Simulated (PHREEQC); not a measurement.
Solution (25 °C): 2.9 mmol/kgw HF, 18 mmol/kgw NH4F and 4.6 mmol/kgw H2SiF6. Closed to the air; pH follows from the charge balance.

The numbers come from PHREEQC with the ion-association model, phreeqc.dat.

```tsv
quantity	before	after
pH	3.05	3.95
ionic strength (mol/kgw)	0.0236	0.0181
HF (mol/kgw)	0.0107	0.00260
F- (mol/kgw)	0.00942	0.0180
HF2- (mol/kgw)	0.000387	0.000179
NH3 (mol/kgw)	9.78e-9	7.97e-8
```

### Question
Which change was made?
(A) HF replaced by (CH3)4NF at the same molality
(B) diluted 10-fold with water
(C) diluted 2-fold with water
(D) H2SiF6 left out
(E) NH4F replaced by (NH4)2HPO4 at the same molality

### Answer
D, H2SiF6 left out

This is a speciation only: nothing precipitates in the calculation. SiF6-2 is the database's only silicon fluoride.
